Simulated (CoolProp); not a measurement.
CF4 (R14) at 293.15 K and 2.68 MPa flows at 10 m/s in a round tube of 2 mm bore and 45 µm roughness, fully developed (64/Re and Nu = 3.66 if laminar; Colebrook and Gnielinski if turbulent). Each further row changes one setting.

The numbers come from the reference Helmholtz-energy equation of state, Platzer 1990 in CoolProp. This equation is an older, rougher fit.

```csv
case,Reynolds number,Darcy friction factor,pressure drop (Pa/m),heat-transfer coefficient (W/(m² K)),mass flow (kg/h)
as stated,[?],[?],138000,[?],12.2
velocity 20 m/s,231000,0.0511,[?],[?],24.5
diameter 4 mm,231000,0.0397,[?],[?],[?]
```

Complete the blanks.


- as stated, Reynolds number: 115000
- as stated, Darcy friction factor: 0.0512
- as stated, heat-transfer coefficient (W/(m² K)): 5900
- velocity 20 m/s, pressure drop (Pa/m): 552000
- velocity 20 m/s, heat-transfer coefficient (W/(m² K)): 11800
- diameter 4 mm, pressure drop (Pa/m): 53700
- diameter 4 mm, heat-transfer coefficient (W/(m² K)): 4520
- diameter 4 mm, mass flow (kg/h): 48.9

Viscosity comes from a separate model (Huber 2003), an estimate that may be off by 10 % or more. Thermal conductivity comes from a separate model (Huber 2003), an estimate that may be off by 10 % or more.
